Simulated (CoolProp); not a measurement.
A closed Brayton cycle with dry air: compressor inlet 310.15 K and 3.7 MPa, high pressure 11.9 MPa, turbine inlet 650 K, compressor efficiency 0.89, turbine efficiency 0.85, recuperator effectiveness 0.8 (on enthalpy, no pinch check). Each further row changes one setting.

Computed with CoolProp (reference Helmholtz-energy equation of state, Lemmon 2000). It is a pseudo-pure fit of the blend.

```csv
case,thermal efficiency (%),net work (kJ/kg),compressor to turbine work,compressor exit (K),turbine exit (K)
as stated,___,21.4,0.87,449.6,497.2
turbine inlet 600 K,5.5,8.56,0.94,449.6,___
compressor inlet 320.15 K,9.6,___,0.90,___,497.2
high pressure 10.1 MPa,___,24.6,0.83,427.2,___
recuperator effectiveness 0.5,___,21.4,0.87,449.6,497.2
```

Task: Fill in the missing entries.

Result: 
- as stated, thermal efficiency (%): 12.1
- turbine inlet 600 K, turbine exit (K): 457.5
- compressor inlet 320.15 K, net work (kJ/kg): 16.6
- compressor inlet 320.15 K, compressor exit (K): 463.8
- high pressure 10.1 MPa, thermal efficiency (%): 14.9
- high pressure 10.1 MPa, turbine exit (K): 516.1
- recuperator effectiveness 0.5, thermal efficiency (%): 11.2
